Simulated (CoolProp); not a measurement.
Vapour-liquid equilibrium of propane (1) + dimethyl ether (2) at 228.4 K; x and y are mole fractions of (1).

Computed with CoolProp (multi-fluid Helmholtz-energy mixture model, Lemmon 2009 and Wu 2011; pair parameters Bell 2016).

```
x     bubble pressure, mixture model (MPa)  bubble pressure, Raoult's law (MPa)  y, mixture model  y, Raoult's law
----  ------------------------------------  -----------------------------------  ----------------  ---------------
0.05                               0.04615                              0.04144                 ?            0.109
0.15                               0.05753                              0.04656             0.410            0.290
0.25                                     ?                              0.05168             0.529            0.436
0.35                               0.07200                              0.05680             0.608            0.555
0.45                                     ?                              0.06191             0.668            0.655
0.55                                     ?                              0.06703             0.719            0.739
0.65                               0.08380                              0.07215             0.769            0.811
0.75                               0.08643                              0.07727             0.821            0.874
0.85                                     ?                              0.08239             0.880            0.929
0.95                               0.08981                              0.08751             0.955            0.978
```

Q: Some entries are withheld; supply them.

A: 
- 0.05, y, mixture model: 0.195
- 0.25, bubble pressure, mixture model (MPa): 0.06581
- 0.45, bubble pressure, mixture model (MPa): 0.07679
- 0.55, bubble pressure, mixture model (MPa): 0.08063
- 0.85, bubble pressure, mixture model (MPa): 0.08850

The largest gap from Raoult's law is +27.3 % in bubble pressure, at x = 0.25. No azeotrope shows between x = 0.05 and 0.95.

The pair parameters rest on a limited set of measurements; away from them the model extrapolates.
